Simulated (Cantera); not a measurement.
# Ignition delay

Mixture: 13.5 % CO, 1.04 % H2, 16.4 % O2, 62.0 % N2, 7.01 % H2O, at 100000 Pa, adiabatic and at constant volume. Ignition delay is the time to a rise of 400 K.

Detailed kinetics in Cantera: GRI-Mech 3.0 (53 species, 325 reactions). Where the delays flatten at high temperature, the 400 K rule measures the pace of heat release, not the induction time.

| T0 (K) | delay (ms) |
|---|---|
| 1298 | 0.131 |
| 1398 | 0.0983 |
| 1498 | 0.0816 |
| 1598 | 0.0731 |
| 1698 | 0.0699 |
| 1798 | 0.0709 |
| 1898 | 0.0755 |
| 1998 | 0.0832 |
| 2098 | 0.0943 |
